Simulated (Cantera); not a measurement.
What does this Cantera script print?

```python
import numpy as np
import cantera as ct

gas = ct.Solution("gri30.yaml")
gas.TPX = 350, 66000, {'CH3OH': 1, 'O2': 1, 'N2': 3.76, 'H2O': 0.29}
flame = ct.FreeFlame(gas, width=0.054)
flame.set_refine_criteria(ratio=3, slope=0.08, curve=0.16)
flame.transport_model = "mixture-averaged"
flame.solve(loglevel=0, auto=True)
z, T = flame.grid, flame.T
thick = (T[-1] - T[0]) / np.gradient(T, z).max()
show = ['CH3OH', 'O2', 'H2O', 'NO', 'CO', 'CH2CO']
print(f"laminar burning velocity  {flame.velocity[0] * 100:.3f} cm/s")
print(f"burnt temperature         {T[-1]:.1f} K")
print(f"thermal thickness         {thick * 1e3:.4f} mm")
print(f"grid points               {len(z)}")
z0 = z[flame.heat_release_rate.argmax()]
print(f"{'z/mm':>9s}{'T/K':>9s}{'u/(m/s)':>9s}" + "".join(f"{s:>11s}" for s in show))
rows = []
for k in (-3, -2, -1.5, -1, -0.5, -0.25, 0, 0.25, 0.5, 1, 2, 4, 8):
    zz = z0 + k * thick
    rows.append([k * thick, np.interp(zz, z, T), np.interp(zz, z, flame.velocity),
                 *(np.interp(zz, z, flame.X[gas.species_index(s)]) for s in show)])
    print(f"{rows[-1][0] * 1e3:9.3f}{rows[-1][1]:9.1f}{rows[-1][2]:9.3f}" + "".join(f"{x:11.3e}" for x in rows[-1][3:]))
```

It prints:

```
laminar burning velocity  54.351 cm/s
burnt temperature         1929.1 K
thermal thickness         0.4502 mm
grid points               137
     z/mm      T/K  u/(m/s)      CH3OH         O2        H2O         NO         CO      CH2CO
   -1.350    350.2    0.546  1.647e-01  1.646e-01  4.777e-02  3.972e-12  6.432e-06  2.793e-11
   -0.900    352.5    0.553  1.635e-01  1.633e-01  4.780e-02  6.273e-11  9.837e-05  9.689e-10
   -0.675    365.4    0.579  1.615e-01  1.609e-01  4.929e-02  4.416e-10  6.385e-04  1.227e-08
   -0.450    461.9    0.748  1.533e-01  1.515e-01  6.199e-02  5.557e-09  5.285e-03  2.415e-07
   -0.225    870.7    1.485  1.111e-01  1.150e-01  1.161e-01  1.036e-07  3.175e-02  3.021e-06
   -0.113   1227.0    2.175  6.233e-02  7.970e-02  1.638e-01  3.791e-07  6.157e-02  7.559e-06
    0.000   1578.1    2.908  1.052e-02  4.283e-02  2.144e-01  9.019e-07  9.710e-02  1.445e-05
    0.113   1704.9    3.168  1.749e-04  2.162e-02  2.405e-01  1.409e-06  1.025e-01  4.064e-06
    0.225   1742.1    3.227  7.514e-07  9.930e-03  2.507e-01  1.829e-06  9.412e-02  2.934e-07
    0.450   1778.6    3.275  7.159e-09  2.476e-03  2.532e-01  2.384e-06  8.236e-02  3.755e-09
    0.900   1813.1    3.320  2.031e-11  8.330e-04  2.503e-01  2.991e-06  7.445e-02  3.195e-11
    1.801   1847.9    3.374  2.398e-14  4.696e-04  2.509e-01  3.562e-06  7.290e-02  1.254e-13
    3.601   1880.3    3.426  1.148e-14  2.283e-04  2.534e-01  4.006e-06  7.371e-02  1.513e-15
```

Detailed kinetics in Cantera: GRI-Mech 3.0 (53 species, 325 reactions). GRI-Mech 3.0 was tuned for natural gas; its chemistry of methanol as a main component is partial and can be far from experiment. Burning velocities carry a grid error of a few per cent, more on coarse grids.
